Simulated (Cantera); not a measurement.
Cantera run:

```python
import numpy as np
import cantera as ct

gas_names = [...]  # 113 gases of nasa_gas.yaml made of C, Cu, H, O
cond_names = """
    C(gr) C6H6(L) C7H8(L) C8H18(L),n-octa Cu(cr) Cu(L) CuO(s) CuO2H2(s) Cu2O(s) Cu2O(L) H2O(s) H2O(L)
""".split()


# ... load() reads the species with a 1 bar reference pressure and builds the phases ...
atoms = {
    'Cu': {'Cu': 1},
    'CO2': {'C': 1, 'O': 2},
    'H2': {'H': 2},
}
top_T = {'C(gr)': 4500, 'CuO(s)': 1390}  # K; cautious upper limits of use, not melting points


# ... equilibrate(T, P, feed) seeds the gas with the atoms and calls Mixture.equilibrate('TP', solver="vcs", rtol=1e-11, max_steps=5000) ...
results = []
feed = {'Cu': 1, 'CO2': 0.24, 'H2': 190}  # mol
P = 490000  # Pa
for T in [1075, 1125, 1175, 1225, 1275, 1325, 1375]:
    mix = equilibrate(T, P, feed)
    results.append((T, P, feed, dict(zip(mix.species_names, mix.species_moles))))

top = {s: max(r[3][s] / sum(r[3][g] for g in gas_names) for r in results) for s in gas_names}
cols = sorted((s for s in top if top[s] > 1e-05), key=lambda s: -top[s])[:7]
seen = [c for c in cond_names if any(r[3].get(c, 0) > 1e-12 for r in results)]
print("log10 of partial pressures in bar; condensed amounts in mol")
print(f"{'T/K':>10s}" + "".join(f"{s[:9]:>10s}" for s in cols + seen))
for T, P, feed, n in results:
    ng = sum(n[g] for g in gas_names)
    print(f"{T:10.4g}" + "".join(f"{np.log10(max(n[s] / ng * P / 1e5, 1e-99)):10.3f}" for s in cols)
          + "".join(f"{n.get(c, 0):10.4g}" for c in seen))
```

Result:

```
log10 of partial pressures in bar; condensed amounts in mol
       T/K        H2       H2O       CH4        CO    Cu(cr)     Cu(L)
      1075     0.689    -1.911    -2.216    -3.948         1         0
      1125     0.689    -1.919    -2.232    -3.484         1         0
      1175     0.689    -1.936    -2.269    -3.093         1         0
      1225     0.689    -1.969    -2.341    -2.788         1         0
      1275     0.689    -2.014    -2.456    -2.570         1         0
      1325     0.689    -2.064    -2.612    -2.427         1         0
      1375     0.689    -2.110    -2.801    -2.337         0         1
```

Method: chemical equilibrium by Gibbs-energy minimisation in Cantera with the NASA 1993 tables (ideal gas, pure condensed phases).
